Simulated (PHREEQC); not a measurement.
Synthetic water in mg/L, 25 °C, pH 2.07, pe 10.7:

```
constituent    mg/L
-----------  ------
Na             43.9
K            0.0861
Ca              213
Mg             22.7
Cl             63.4
S(6) as SO4    1420
Cd             29.2
Pb             16.9
Sr            0.129
Mn(2)          2.94
Al            0.135
B            0.0287
```

Cl is adjusted to close the charge balance.
Valence states are taken as typed.

The numbers come from PHREEQC with the ion-association model with the Debye-Hückel limiting law, phreeqc.dat.

No solid was allowed to form.

Q: Predict the ionic strength.

A: ionic strength 0.0372 mol/kgw.

Q: In which forms is Mg present?

A: Mg+2 74 %, MgSO4 26 % of the Mg.

Saturation is exceeded, for instance for Anglesite; the values hold only as long as no solid forms.
